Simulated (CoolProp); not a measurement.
Vapour-liquid equilibrium of R143a (1) + R134a (2) at 14.35 °C; x and y are mole fractions of (1).

The numbers come from the multi-fluid Helmholtz-energy mixture model, Lemmon and Jacobsen 2000 and Tillner-Roth 1994; pair parameters Lemmon 2004 in CoolProp.

Question: Give the bubble pressure and the first vapour's composition at x = 0.35, 0.5, 0.8. Is there an azeotrope?

Answer: x = 0.35: 0.6360 MPa, y = 0.486; x = 0.5: 0.7053 MPa, y = 0.635; x = 0.8: 0.8477 MPa, y = 0.872. No azeotrope shows between x = 0.05 and 0.95.

The pair parameters rest on a limited set of measurements; away from them the model extrapolates.
